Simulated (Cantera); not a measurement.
Cantera run:

```python
import numpy as np
import cantera as ct

gas_names = """
    CL CL2 H HCL H2 Si SiCL SiCL2 SiCL3 SiCL4 SiH SiHCL3 SiH2 SiH2CL2 SiH3 SiH3CL SiH4 Si2 Si3
""".split()
cond_names = """
    Si(cr) Si(L)
""".split()


# ... load() reads the species with a 1 bar reference pressure and builds the phases ...
atoms = {
    'SiCl4': {'Si': 1, 'CL': 4},
    'H2': {'H': 2},
}
top_T = {}  # K; cautious upper limits of use, not melting points


# ... equilibrate(T, P, feed) seeds the gas with the atoms and calls Mixture.equilibrate('TP', solver="vcs", rtol=1e-11, max_steps=5000) ...
results = []
feed = {'SiCl4': 1, 'H2': 9.3}  # mol
P = 280000  # Pa
for T in [573, 673, 773, 873, 973, 1073, 1173, 1273, 1373, 1473, 1573]:
    mix = equilibrate(T, P, feed)
    results.append((T, P, feed, dict(zip(mix.species_names, mix.species_moles))))

top = {s: max(r[3][s] / sum(r[3][g] for g in gas_names) for r in results) for s in gas_names}
cols = sorted((s for s in top if top[s] > 0.001), key=lambda s: -top[s])[:7]
seen = [c for c in cond_names if any(r[3].get(c, 0) > 1e-12 for r in results)]
print("log10 of partial pressures in bar; condensed amounts in mol")
print(f"{'T/K':>10s}" + "".join(f"{s[:9]:>10s}" for s in cols + seen))
for T, P, feed, n in results:
    ng = sum(n[g] for g in gas_names)
    print(f"{T:10.4g}" + "".join(f"{np.log10(max(n[s] / ng * P / 1e5, 1e-99)):10.3f}" for s in cols)
          + "".join(f"{n.get(c, 0):10.4g}" for c in seen))
```

Result:

```
log10 of partial pressures in bar; condensed amounts in mol
       T/K        H2       HCL     SiCL4     SiCL2    SiHCL3     SiCL3   SiH2CL2
       573     0.402    -2.509    -0.571   -13.373    -2.510    -8.650    -5.788
       673     0.401    -2.038    -0.581   -10.198    -2.040    -6.724    -4.709
       773     0.399    -1.698    -0.599    -7.854    -1.703    -5.307    -3.922
       873     0.397    -1.443    -0.627    -6.059    -1.456    -4.228    -3.325
       973     0.393    -1.248    -0.664    -4.647    -1.273    -3.384    -2.864
      1073     0.389    -1.092    -0.711    -3.518    -1.142    -2.717    -2.506
      1173     0.384    -0.959    -0.770    -2.617    -1.061    -2.191    -2.244
      1273     0.377    -0.829    -0.847    -1.926    -1.039    -1.795    -2.090
      1373     0.368    -0.694    -0.956    -1.435    -1.093    -1.528    -2.059
      1473     0.355    -0.566    -1.118    -1.111    -1.224    -1.382    -2.134
      1573     0.342    -0.465    -1.353    -0.906    -1.424    -1.339    -2.277
```

Method: chemical equilibrium by Gibbs-energy minimisation in Cantera with the NASA 1993 tables (ideal gas, pure condensed phases). The tables' values for SiCl3 are old estimates; treat these amounts as uncertain.
